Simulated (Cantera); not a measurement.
A Cantera script and what it prints.

```python
import numpy as np
import cantera as ct

gas_names = """
    CL CL2 H HCL H2 Si SiCL SiCL2 SiCL3 SiCL4 SiH SiHCL3 SiH2 SiH2CL2 SiH3 SiH3CL SiH4 Si2 Si3
""".split()
cond_names = """
    Si(cr) Si(L)
""".split()


# ... load() reads the species with a 1 bar reference pressure and builds the phases ...
atoms = {
    'Si3H8': {'Si': 3, 'H': 8},
    'HCl': {'H': 1, 'CL': 1},
    'H2': {'H': 2},
}
top_T = {}  # K; cautious upper limits of use, not melting points


# ... equilibrate(T, P, feed) seeds the gas with the atoms and calls Mixture.equilibrate('TP', solver="vcs", rtol=1e-11, max_steps=5000) ...
results = []
feed = {'Si3H8': 1, 'HCl': 0.019, 'H2': 970}  # mol
P = 240  # Pa
for T in [1373, 1423, 1473, 1523, 1573, 1623, 1673, 1723]:
    mix = equilibrate(T, P, feed)
    results.append((T, P, feed, dict(zip(mix.species_names, mix.species_moles))))
    x = sorted(zip(gas.X, gas.species_names), reverse=True)
    print(f"T = {T:g} K  P = {P:g} Pa  gas = {mix.phase_moles(0):.4g} mol")
    print("   x: " + "  ".join(f"{s} {v:.3e}" for v, s in x if v > 1e-06))
    print("   condensed (mol): " + ("  ".join(f"{mix.phase(i).name} {mix.phase_moles(i):.4g}"
          for i in range(1, mix.n_phases) if mix.phase_moles(i) > 1e-12) or "none"))
```

It prints:

```
T = 1373 K  P = 240 Pa  gas = 974.1 mol
   x: H2 9.999e-01  H 6.797e-05  HCL 1.950e-05
   condensed (mol): Si(cr) 3
T = 1423 K  P = 240 Pa  gas = 974.1 mol
   x: H2 9.998e-01  H 1.356e-04  HCL 1.950e-05
   condensed (mol): Si(cr) 2.999
T = 1473 K  P = 240 Pa  gas = 974.1 mol
   x: H2 9.997e-01  H 2.582e-04  HCL 1.950e-05  Si 2.281e-06  SiH2 1.051e-06
   condensed (mol): Si(cr) 2.996
T = 1523 K  P = 240 Pa  gas = 974.3 mol
   x: H2 9.995e-01  H 4.717e-04  HCL 1.949e-05  Si 7.512e-06  SiH2 2.004e-06  SiH 1.075e-06
   condensed (mol): Si(cr) 2.99
T = 1573 K  P = 240 Pa  gas = 974.4 mol
   x: H2 9.991e-01  H 8.296e-04  Si 2.291e-05  HCL 1.947e-05  SiH2 3.666e-06  SiH 2.701e-06
   condensed (mol): Si(cr) 2.971
T = 1623 K  P = 240 Pa  gas = 974.8 mol
   x: H2 9.985e-01  H 1.410e-03  Si 6.518e-05  HCL 1.945e-05  SiH2 6.458e-06  SiH 6.403e-06
   condensed (mol): Si(cr) 2.923
T = 1673 K  P = 240 Pa  gas = 975.3 mol
   x: H2 9.975e-01  H 2.322e-03  Si 1.741e-04  HCL 1.941e-05  SiH 1.440e-05  SiH2 1.099e-05
   condensed (mol): Si(cr) 2.804
T = 1723 K  P = 240 Pa  gas = 976.2 mol
   x: H2 9.958e-01  H 3.715e-03  Si 4.097e-04  SiH 2.881e-05  HCL 1.935e-05  SiH2 1.691e-05  Si2 1.941e-06
   condensed (mol): Si(L) 2.55
```

Cantera equilibrium calculation (NASA polynomials, part measured and part estimated; ideal gas, pure solids and liquids). The feed counts by its element totals alone. Gases not in the tables: Si2H6 and higher silanes.
